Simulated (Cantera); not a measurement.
Charge: 1 mol BN, 40 mol HCl, 0.51 mol H2, 6.7 mol Cl2, at 32.0 mbar.

Method: chemical equilibrium by Gibbs-energy minimisation in Cantera with the NASA 1993 tables (ideal gas, pure condensed phases). Candidate condensed phases: B, BN, NH4Cl; 21 gas species. The tables' values for BCl2, BCl are old estimates; treat these amounts as uncertain. Gases not in the tables: BHCl2. Equilibrium is a limit: real reactors are often held back by kinetics, nucleation or transport.

log p: log10 of the partial pressure in bar; nothing condenses.

```tsv
T (K)	log p HCl	log p Cl	log p Cl2	log p BCl3	log p N2	log p H2
973	-1.56	-4.84	-2.50	-3.17	-3.47	-11.42
1073	-1.56	-4.22	-2.50	-3.17	-3.47	-10.47
1173	-1.56	-3.71	-2.51	-3.17	-3.47	-9.67
1273	-1.56	-3.28	-2.54	-3.17	-3.47	-8.99
1373	-1.56	-2.94	-2.59	-3.18	-3.48	-8.37
1473	-1.57	-2.66	-2.70	-3.18	-3.48	-7.79
1573	-1.58	[?]	[?]	-3.19	-3.49	[?]
1673	-1.59	[?]	[?]	-3.20	-3.50	[?]
1773	-1.59	-2.29	-3.46	-3.21	-3.51	-5.93
1873	-1.60	-2.26	-3.80	-3.21	-3.51	-5.29
1973	-1.60	-2.24	-4.13	-3.22	-3.51	-4.70
2073	-1.60	-2.23	-4.43	-3.25	-3.51	-4.17
```

Task: Fill in the missing entries.

Result: 
- 1673, log p Cl: -2.35
- 1673, log p Cl2: -3.14
- 1673, log p H2: -6.58
- 1573, log p Cl: -2.47
- 1573, log p Cl2: -2.88
- 1573, log p H2: -7.20
